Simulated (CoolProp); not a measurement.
A Linde-Hampson liquefier for oxygen: isothermal reversible compression at 250 K from 1 atm to 10 MPa, throttling to 1 atm, return gas leaving the recuperator 10 K below the feed. Each further row changes one setting.

Model: reference Helmholtz-energy equation of state, Schmidt 1985, in CoolProp.

| case | liquid yield per pass | compression work (kJ/kg of gas) |
|---|---|---|
| as stated | ___ | 290 |
| high pressure 20 MPa | ___ | ___ |
| warm-end temperature 280 K | ___ | ___ |
| warm-end gap 15 K | ___ | 290 |

Task: Fill in the missing entries.

Result: 
- as stated, liquid yield per pass: 0.072
- high pressure 20 MPa, liquid yield per pass: 0.156
- high pressure 20 MPa, compression work (kJ/kg of gas): 329
- warm-end temperature 280 K, liquid yield per pass: 0.047
- warm-end temperature 280 K, compression work (kJ/kg of gas): 328
- warm-end gap 15 K, liquid yield per pass: 0.060
